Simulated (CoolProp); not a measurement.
Vapour-liquid equilibrium of cyclohexane (1) + toluene (2) at 23.25 °C; x and y are mole fractions of (1).

Values from CoolProp's multi-fluid Helmholtz-energy mixture model, Zhou 2014 and Lemmon 2006; pair parameters Bell 2016.

| x | bubble pressure (MPa) | y at the bubble point | dew pressure at overall composition x (MPa) | liquid density (mol/L) |
|---|---|---|---|---|
| 0.05 | 0.004141 | 0.203 | 0.003614 | 9.364 |
| 0.125 | 0.005068 | 0.397 | 0.003854 | 9.349 |
| 0.2 | 0.005908 | 0.523 | 0.004129 | 9.333 |
| 0.275 | 0.006671 | 0.612 | 0.004444 | 9.319 |
| 0.35 | 0.007367 | 0.679 | 0.004808 | 9.304 |
| 0.425 | 0.008008 | 0.733 | 0.005234 | 9.291 |
| 0.5 | 0.008602 | 0.778 | 0.005736 | 9.278 |
| 0.575 | 0.009160 | 0.816 | 0.006334 | 9.266 |
| 0.65 | 0.009691 | 0.851 | 0.007050 | 9.254 |
| 0.725 | 0.01020 | 0.884 | 0.007908 | 9.244 |
| 0.8 | 0.01070 | 0.915 | 0.008919 | 9.234 |
| 0.875 | 0.01120 | 0.946 | 0.01006 | 9.226 |
| 0.95 | 0.01169 | 0.978 | 0.01126 | 9.219 |

No azeotrope shows between x = 0.05 and 0.95.

Pair parameters are fitted to limited data, so mixtures are less certain than the pure fluids.
